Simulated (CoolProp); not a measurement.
Vapour-liquid equilibrium of CH2F2 (R32) (1) + isobutane (2) at 276.5 K; x and y are mole fractions of (1).

Model: multi-fluid Helmholtz-energy mixture model, Tillner-Roth 1997 and Bücker 2006; pair parameters Bell 2016, in CoolProp.

| x | bubble pressure (MPa) | y at the bubble point | dew pressure at overall composition x (MPa) | liquid density (mol/L) |
|---|---|---|---|---|
| 0.05 | 0.3595 | 0.503 | … | 10.14 |
| 0.2 | … | 0.756 | 0.2219 | 10.87 |
| 0.35 | 0.8615 | 0.806 | 0.2741 | … |
| 0.5 | 0.9071 | 0.821 | 0.3570 | 12.77 |
| 0.65 | … | 0.830 | … | 14.16 |
| 0.8 | … | … | 0.8439 | … |
| 0.95 | 0.9346 | 0.930 | 0.9271 | 18.88 |

**Question.** Some entries are withheld; supply them.

**Answer.** 
- 0.05, dew pressure at overall composition x (MPa): 0.1860
- 0.2, bubble pressure (MPa): 0.7156
- 0.35, liquid density (mol/L): 11.72
- 0.65, bubble pressure (MPa): 0.9239
- 0.65, dew pressure at overall composition x (MPa): 0.5080
- 0.8, bubble pressure (MPa): 0.9405
- 0.8, y at the bubble point: 0.850
- 0.8, liquid density (mol/L): 16.10

y crosses x between x = 0.8 and 0.95: the model has an azeotrope there.

The pair parameters rest on a limited set of measurements; away from them the model extrapolates. With so large a gap from Raoult's law the liquid may split in two, which this calculation doesn't test in full.
